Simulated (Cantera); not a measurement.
## Equilibrium for silicon carbide growth: CH₃SiCl₃ + CH₄ + H₂

Input: 1 mol CH₃SiCl₃, 0.078 mol CH₄, 82 mol H₂, at 1.33 mbar.

These are equilibrium values from Cantera (NASA tables, ideal gas, pure condensed phases), not measurements of a reactor. Candidate condensed phases: C, C₆H₆, C₇H₈, C₈H₁₈, Si, SiC; 109 gas species. The feed counts by its element totals alone. The tables' values for SiCl are old estimates; treat these amounts as uncertain. Equilibrium is a limit: real reactors are often held back by kinetics, nucleation or transport.

From 852 °C to 1752 °C the condensed part is C(graphite) + SiC(s). The main Si-bearing gas is SiCl₂ at 852 °C and Si at 1752 °C. The share of Si in condensed phases is highest at 852 °C (100.0 %) and lowest at 1752 °C (71.8 %).

```json
[
 {"T (°C)": "852", "log p H₂": "-2.89", "log p H": "-8.80", "log p HCl": "-4.33", "log p Si": "<-14", "n C(graphite)": "0.0752", "n SiC(s)": "1.000"},
 {"T (°C)": "952", "log p H₂": "-2.89", "log p H": "-7.95", "log p HCl": "-4.33", "log p Si": "-14.17", "n C(graphite)": "0.0771", "n SiC(s)": "0.999"},
 {"T (°C)": "1052", "log p H₂": "-2.89", "log p H": "-7.23", "log p HCl": "-4.33", "log p Si": "-12.50", "n C(graphite)": "0.0782", "n SiC(s)": "0.999"},
 {"T (°C)": "1152", "log p H₂": "-2.89", "log p H": "-6.61", "log p HCl": "-4.33", "log p Si": "-11.06", "n C(graphite)": "0.0788", "n SiC(s)": "0.998"},
 {"T (°C)": "1252", "log p H₂": "-2.89", "log p H": "-6.07", "log p HCl": "-4.33", "log p Si": "-9.82", "n C(graphite)": "0.0787", "n SiC(s)": "0.997"},
 {"T (°C)": "1352", "log p H₂": "-2.89", "log p H": "-5.60", "log p HCl": "-4.33", "log p Si": "-8.73", "n C(graphite)": "0.0765", "n SiC(s)": "0.995"},
 {"T (°C)": "1452", "log p H₂": "-2.89", "log p H": "-5.18", "log p HCl": "-4.33", "log p Si": "-7.77", "n C(graphite)": "0.0704", "n SiC(s)": "0.992"},
 {"T (°C)": "1552", "log p H₂": "-2.90", "log p H": "-4.80", "log p HCl": "-4.34", "log p Si": "-6.91", "n C(graphite)": "0.0604", "n SiC(s)": "0.982"},
 {"T (°C)": "1652", "log p H₂": "-2.90", "log p H": "-4.47", "log p HCl": "-4.35", "log p Si": "-6.15", "n C(graphite)": "0.0649", "n SiC(s)": "0.935"},
 {"T (°C)": "1752", "log p H₂": "-2.92", "log p H": "-4.17", "log p HCl": "-4.36", "log p Si": "-5.46", "n C(graphite)": "0.187", "n SiC(s)": "0.718"}
]
```
log p: log10 of the partial pressure in bar; n: condensed amount in mol.
